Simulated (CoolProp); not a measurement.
Properties of methanol at several states (Tc = 513.4 K, pc = 82.16 bar, ω = 0.565).

Values from CoolProp's reference Helmholtz-energy equation of state, de Reuck 1993.

```csv
T (K),p (bar),phase,Z,Prandtl number
462.6,60.5,liquid,(withheld),(withheld)
314.7,0.105,gas,0.9947,0.926
616.8,15,gas,(withheld),(withheld)
334.2,1.75,liquid,(withheld),(withheld)
```

Question: Complete the blanks.

Answer: 
- 462.6, Z: 0.08561
- 462.6, Prandtl number: 2.64
- 616.8, Z: 0.9687
- 616.8, Prandtl number: 0.799
- 334.2, Z: 0.002684
- 334.2, Prandtl number: 4.91

Viscosity comes from a separate model (Xiang 2006). Thermal conductivity comes from a separate model (Sykioti 2013).
